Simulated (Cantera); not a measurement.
A Cantera script and what it prints.

```python
import numpy as np
import cantera as ct

gas_names = """
    H HO2 H2 H2O H2O2 H2S H2SO4 O OH O2 O3 S SH SO SO2 SO3 S2 S2O S8
""".split()
cond_names = """
    H2O(s) H2O(L) H2SO4(L) S(cr1) S(cr2) S(L)
""".split()


# ... load() reads the species with a 1 bar reference pressure and builds the phases ...
atoms = {
    'H2S': {'H': 2, 'S': 1},
    'O2': {'O': 2},
    'H2': {'H': 2},
}
top_T = {}  # K; cautious upper limits of use, not melting points


# ... equilibrate(T, P, feed) seeds the gas with the atoms and calls Mixture.equilibrate('TP', solver="vcs", rtol=1e-11, max_steps=5000) ...
results = []
feed = {'H2S': 1, 'O2': 0.019, 'H2': 0.19}  # mol
P = 13332.2  # Pa
for T in [773, 973, 1173, 1373, 1573, 1773, 1973, 2173, 2373, 2573, 2773, 2973, 3173]:
    mix = equilibrate(T, P, feed)
    results.append((T, P, feed, dict(zip(mix.species_names, mix.species_moles))))

top = {s: max(r[3][s] / sum(r[3][g] for g in gas_names) for r in results) for s in gas_names}
cols = sorted((s for s in top if top[s] > 0.0001), key=lambda s: -top[s])[:5]
seen = [c for c in cond_names if any(r[3].get(c, 0) > 1e-12 for r in results)]
print("log10 of partial pressures in bar; condensed amounts in mol")
print(f"{'T/K':>10s}" + "".join(f"{s[:9]:>10s}" for s in cols + seen))
for T, P, feed, n in results:
    ng = sum(n[g] for g in gas_names)
    print(f"{T:10.4g}" + "".join(f"{np.log10(max(n[s] / ng * P / 1e5, 1e-99)):10.3f}" for s in cols)
          + "".join(f"{n.get(c, 0):10.4g}" for c in seen))
```

Output:

```
log10 of partial pressures in bar; condensed amounts in mol
       T/K       H2S        H2         H        S2         S
       773    -0.951    -1.769   -12.926    -5.373   -14.153
       973    -0.962    -1.724    -9.828    -3.002    -9.974
      1173    -1.061    -1.473    -7.665    -2.053    -7.521
      1373    -1.261    -1.263    -6.109    -1.700    -5.939
      1573    -1.515    -1.153    -4.968    -1.550    -4.815
      1773    -1.775    -1.104    -4.098    -1.490    -3.970
      1973    -2.016    -1.084    -3.412    -1.471    -3.311
      2173    -2.238    -1.082    -2.857    -1.478    -2.783
      2373    -2.450    -1.094    -2.402    -1.511    -2.358
      2573    -2.672    -1.126    -2.027    -1.581    -2.019
      2773    -2.928    -1.189    -1.723    -1.704    -1.761
      2973    -3.242    -1.292    -1.484    -1.899    -1.581
      3173    -3.634    -1.445    -1.306    -2.174    -1.476
```

Cantera equilibrium calculation (NASA polynomials, part measured and part estimated; ideal gas, pure solids and liquids). Gases not in the tables: S3 to S7.
